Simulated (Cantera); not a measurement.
A closed system holds: 1 mol HMDSO, 14 mol N₂O, 84 mol N₂, held at 0.100 bar.

These are equilibrium values from Cantera (NASA tables, ideal gas, pure condensed phases), not measurements of a reactor. Candidate condensed phases: C, C₆H₆, C₇H₈, C₈H₁₈, H₂O, Si, SiC, SiO₂, Si₂N₂O, Si₃N₄; 151 gas species. The feed counts by its element totals alone. The tables hold silica as quartz up to 1696 K and as liquid above; real silica turns to tridymite and cristobalite and melts near 1996 K. The numbers say what is thermodynamically allowed, not how fast it happens.

x: gas mole fraction; n: condensed amount in mol.

```csv
T (K),x N₂,x H₂,x CO,x H₂O,x CO₂,x CH₄,n C(graphite),n SiO₂(α-quartz),n SiO₂(β-quartz)
700,0.879,0.0543,0.00919,0.0214,0.0340,___,0.899,2.00,0
775,0.868,0.0635,0.0236,0.0155,0.0291,___,0,2.00,0
850,0.867,0.0610,0.0275,0.0186,0.0256,___,0,0,2.00
925,0.867,0.0581,0.0304,0.0215,0.0227,___,0,0,2.00
1000,0.867,0.0557,0.0328,0.0240,0.0203,___,0,0,2.00
1075,0.867,0.0536,0.0349,0.0260,0.0182,___,0,0,2.00
1150,0.867,0.0519,0.0366,0.0278,0.0165,___,0,0,2.00
1225,0.867,0.0504,0.0381,0.0292,0.0150,___,0,0,2.00
1300,0.867,0.0492,0.0393,0.0304,0.0138,___,0,0,2.00
1375,0.867,0.0482,0.0403,0.0315,0.0128,___,0,0,2.00
1450,0.867,0.0473,0.0412,0.0324,0.0119,___,0,0,2.00
1525,0.867,0.0465,0.0420,0.0331,0.0111,___,0,0,2.00
1600,0.867,0.0458,0.0426,0.0338,0.0105,___,0,0,2.00
1675,0.867,0.0453,0.0432,0.0344,0.00989,<1e-12,0,0,2.00
```

Question: What belongs in the gaps?

Answer: 
- 700, x CH₄: 0.00251
- 775, x CH₄: 0.000360
- 850, x CH₄: 1.47e-5
- 925, x CH₄: 9.35e-7
- 1000, x CH₄: 8.92e-8
- 1075, x CH₄: 1.18e-8
- 1150, x CH₄: 2.02e-9
- 1225, x CH₄: 4.31e-10
- 1300, x CH₄: 1.10e-10
- 1375, x CH₄: 3.28e-11
- 1450, x CH₄: 1.11e-11
- 1525, x CH₄: 4.18e-12
- 1600, x CH₄: 1.73e-12
